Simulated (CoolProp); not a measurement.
Properties of c-C4F8 (RC318) along the isotherm 446.6 K.

Computed with CoolProp (reference Helmholtz-energy equation of state, Platzer 1990). This equation is an older, rougher fit.

```json
[
 {"p (MPa)": "0.0868", "phase": "gas", "cv (kJ/(kg K))": "0.9401", "isothermal compressibility (1/MPa)": "11.59", "expansivity (1/kK)": "2.292", "Prandtl number": "0.754"},
 {"p (MPa)": "0.174", "phase": "gas", "cv (kJ/(kg K))": "0.9406", "isothermal compressibility (1/MPa)": "5.821", "expansivity (1/kK)": "2.347", "Prandtl number": "0.755"},
 {"p (MPa)": "0.26", "phase": "gas", "cv (kJ/(kg K))": "0.9412", "isothermal compressibility (1/MPa)": "3.921", "expansivity (1/kK)": "2.402", "Prandtl number": "0.756"},
 {"p (MPa)": "0.347", "phase": "gas", "cv (kJ/(kg K))": "0.9418", "isothermal compressibility (1/MPa)": "2.958", "expansivity (1/kK)": "2.461", "Prandtl number": "0.757"},
 {"p (MPa)": "0.434", "phase": "gas", "cv (kJ/(kg K))": "0.9424", "isothermal compressibility (1/MPa)": "2.381", "expansivity (1/kK)": "2.521", "Prandtl number": "0.759"},
 {"p (MPa)": "0.521", "phase": "gas", "cv (kJ/(kg K))": "0.9430", "isothermal compressibility (1/MPa)": "1.997", "expansivity (1/kK)": "2.584", "Prandtl number": "0.760"},
 {"p (MPa)": "0.608", "phase": "gas", "cv (kJ/(kg K))": "0.9437", "isothermal compressibility (1/MPa)": "1.724", "expansivity (1/kK)": "2.648", "Prandtl number": "0.762"},
 {"p (MPa)": "0.694", "phase": "gas", "cv (kJ/(kg K))": "0.9443", "isothermal compressibility (1/MPa)": "1.521", "expansivity (1/kK)": "2.715", "Prandtl number": "0.764"},
 {"p (MPa)": "0.781", "phase": "gas", "cv (kJ/(kg K))": "0.9450", "isothermal compressibility (1/MPa)": "1.362", "expansivity (1/kK)": "2.784", "Prandtl number": "0.766"},
 {"p (MPa)": "0.868", "phase": "gas", "cv (kJ/(kg K))": "0.9456", "isothermal compressibility (1/MPa)": "1.235", "expansivity (1/kK)": "2.856", "Prandtl number": "0.768"},
 {"p (MPa)": "0.955", "phase": "gas", "cv (kJ/(kg K))": "0.9463", "isothermal compressibility (1/MPa)": "1.131", "expansivity (1/kK)": "2.931", "Prandtl number": "0.771"},
 {"p (MPa)": "1.04", "phase": "gas", "cv (kJ/(kg K))": "0.9470", "isothermal compressibility (1/MPa)": "1.046", "expansivity (1/kK)": "3.007", "Prandtl number": "0.774"},
 {"p (MPa)": "1.13", "phase": "gas", "cv (kJ/(kg K))": "0.9478", "isothermal compressibility (1/MPa)": "0.9711", "expansivity (1/kK)": "3.090", "Prandtl number": "0.777"},
 {"p (MPa)": "1.22", "phase": "gas", "cv (kJ/(kg K))": "0.9485", "isothermal compressibility (1/MPa)": "0.9071", "expansivity (1/kK)": "3.176", "Prandtl number": "0.780"},
 {"p (MPa)": "1.3", "phase": "gas", "cv (kJ/(kg K))": "0.9492", "isothermal compressibility (1/MPa)": "0.8579", "expansivity (1/kK)": "3.256", "Prandtl number": "0.784"},
 {"p (MPa)": "1.39", "phase": "gas", "cv (kJ/(kg K))": "0.9501", "isothermal compressibility (1/MPa)": "0.8095", "expansivity (1/kK)": "3.350", "Prandtl number": "0.788"}
]
```

Viscosity comes from a separate model (Huber 2003), an estimate that may be off by 10 % or more. Thermal conductivity comes from a separate model (Huber 2003), an estimate that may be off by 10 % or more.
